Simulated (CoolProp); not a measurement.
Values from CoolProp's reference Helmholtz-energy equation of state, Zhou 2014.

Question: For cyclohexane, give the phase and the cv (kJ/(kg K)), speed of sound (m/s), Joule-Thomson coefficient (K/MPa) at 142.85 °C and 0.0178 MPa; 92.25 °C and 0.0472 MPa; 154.35 °C and 0.699 MPa.

Answer: 
- 142.85 °C and 0.0178 MPa: gas; cv 1.77, speed of sound 208, Joule-Thomson coefficient 15.1
- 92.25 °C and 0.0472 MPa: gas; cv 1.52, speed of sound 193, Joule-Thomson coefficient 24.4
- 154.35 °C and 0.699 MPa: liquid; cv 1.95, speed of sound 685, Joule-Thomson coefficient -0.104
